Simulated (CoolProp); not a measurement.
Computed with CoolProp (reference Helmholtz-energy equation of state, Lemmon 2006). It is a short technical equation, of lower accuracy than the large ones.

Task: For n-nonane, give the phase and the density (kg/m³), Prandtl number, fugacity coefficient at 326.85 °C and 6.22 bar; 326.85 °C and 8.3 bar.

Result: 
- 326.85 °C and 6.22 bar: gas; density 17.8, Prandtl number 0.753, fugacity coefficient 0.909
- 326.85 °C and 8.3 bar: gas; density 24.7, Prandtl number 0.759, fugacity coefficient 0.879

Viscosity comes from a separate model (Huber 2004). Thermal conductivity comes from a separate model (Huber 2005).
